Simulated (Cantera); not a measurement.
## Equilibrium for abatement and gas-phase synthesis: CS2 + H2

A closed system holds: 1 mol CS2, 0.27 mol H2, equilibrated at 750 Torr.

Equilibrium computed with Cantera from the NASA thermochemical tables; the gas is ideal and each condensed phase is pure. Candidate condensed phases: C, C6H6, C7H8, C8H18, S; 83 gas species. Equilibrium is a limit: real reactors are often held back by kinetics, nucleation or transport.

| T (K) | log p CS2 | log p H2S | log p H2 | log p S2 | log p CS | log p SH | n C(graphite) |
|---|---|---|---|---|---|---|---|
| 1323 | -0.18 | -0.75 | -1.26 | -0.95 | -4.27 | -3.24 | 0.235 |
| 1373 | -0.19 | -0.79 | -1.17 | -0.93 | -3.95 | -3.08 | 0.233 |
| 1423 | -0.19 | -0.83 | -1.10 | -0.92 | -3.66 | -2.94 | 0.230 |
| 1473 | -0.19 | -0.87 | -1.04 | -0.91 | -3.39 | -2.81 | 0.227 |
| 1523 | -0.19 | -0.92 | -0.98 | -0.90 | -3.14 | -2.69 | 0.224 |
| 1573 | -0.19 | -0.97 | -0.94 | -0.89 | -2.90 | -2.58 | 0.221 |
| 1623 | -0.19 | -1.02 | -0.90 | -0.88 | -2.68 | -2.49 | 0.218 |
| 1673 | -0.19 | -1.07 | -0.87 | -0.87 | -2.47 | -2.40 | 0.215 |
| 1723 | -0.20 | -1.13 | -0.85 | -0.87 | -2.28 | -2.31 | 0.213 |
| 1773 | -0.20 | -1.18 | -0.82 | -0.86 | -2.10 | -2.24 | 0.210 |
| 1823 | -0.20 | -1.23 | -0.81 | -0.85 | -1.92 | -2.16 | 0.207 |
| 1873 | -0.21 | -1.29 | -0.79 | -0.85 | -1.76 | -2.10 | 0.203 |
| 1923 | -0.21 | -1.34 | -0.78 | -0.85 | -1.61 | -2.04 | 0.197 |
| 1973 | -0.22 | -1.40 | -0.78 | -0.85 | -1.46 | -1.98 | 0.191 |
log p: log10 of the partial pressure in bar; n: condensed amount in mol.

From 1323 K to 1973 K the condensed part is C(graphite). The main C-bearing gas is CS2 throughout. The share of C in condensed phases is highest at 1323 K (23.5 %) and lowest at 1973 K (19.1 %).
